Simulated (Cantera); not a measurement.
A Cantera script and what it prints.

```python
import numpy as np
import cantera as ct

gas_names = """
    CL CL2 H HCL H2 Si SiCL SiCL2 SiCL3 SiCL4 SiH SiHCL3 SiH2 SiH2CL2 SiH3 SiH3CL SiH4 Si2 Si3
""".split()
cond_names = """
    Si(cr) Si(L)
""".split()


# ... load() reads the species with a 1 bar reference pressure and builds the phases ...
atoms = {
    'Si2Cl6': {'Si': 2, 'CL': 6},
    'H2': {'H': 2},
}
top_T = {}  # K; cautious upper limits of use, not melting points


# ... equilibrate(T, P, feed) seeds the gas with the atoms and calls Mixture.equilibrate('TP', solver="vcs", rtol=1e-11, max_steps=5000) ...
results = []
feed = {'Si2Cl6': 1, 'H2': 3.1}  # mol
T = 1125  # K
P = 13332.2  # Pa
mix = equilibrate(T, P, feed)
results.append((T, P, feed, dict(zip(mix.species_names, mix.species_moles))))
x = sorted(zip(gas.X, gas.species_names), reverse=True)
print(f"T = {T:g} K  P = {P:g} Pa  gas = {mix.phase_moles(0):.4g} mol")
print("   x: " + "  ".join(f"{s} {v:.3e}" for v, s in x if v > 1e-05))
print("   condensed (mol): " + ("  ".join(f"{mix.phase(i).name} {mix.phase_moles(i):.4g}"
      for i in range(1, mix.n_phases) if mix.phase_moles(i) > 1e-12) or "none"))
```

Output:

```
T = 1125 K  P = 13332.2 Pa  gas = 4.63 mol
   x: H2 6.159e-01  SiCL4 2.556e-01  SiHCL3 5.379e-02  HCL 5.084e-02  SiCL3 1.359e-02  SiCL2 8.891e-03  SiH2CL2 1.389e-03
   condensed (mol): Si(cr) 0.457
```

Cantera equilibrium calculation (NASA polynomials, part measured and part estimated; ideal gas, pure solids and liquids). The feed counts by its element totals alone. The tables' values for SiCl3 are old estimates; treat these amounts as uncertain.
